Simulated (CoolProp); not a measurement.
Vapour pressure (bar) of octamethylcyclotetrasiloxane (D4): the reference equation beside estimates from Tc = 313.4 °C, pc = 13.47 bar, ω = 0.598. Clausius-Clapeyron is anchored at 216.45 °C with a constant enthalpy of vaporisation of 33.62 kJ/mol.

The numbers come from the reference Helmholtz-energy equation of state, Thol 2015 in CoolProp.

```csv
T (°C),reference,Clausius-Clapeyron,Peng-Robinson
190.25,1.444,1.608,1.451
194.55,1.595,1.742,1.603
198.95,1.762,1.888,1.771
203.35,1.943,2.044,1.953
207.65,2.132,2.205,2.144
212.05,2.341,2.379,2.355
216.45,2.564,2.564,2.581
220.75,…,2.756,2.818
225.15,3.055,2.962,3.078
229.45,3.322,3.175,3.349
233.85,3.614,3.405,3.646
238.25,3.925,3.647,…
242.55,4.249,3.895,4.292
246.95,4.601,4.163,4.651
251.35,…,…,5.033
```

Question: Some entries are withheld; supply them.

Answer: 
- 220.75, reference: 2.799
- 238.25, Peng-Robinson: 3.962
- 251.35, reference: 4.975
- 251.35, Clausius-Clapeyron: 4.443

Absolute difference from the reference over all 15 rows, mean and median: Clausius-Clapeyron 5.9 and 5.8 %, Peng-Robinson 0.7 and 0.7 %.
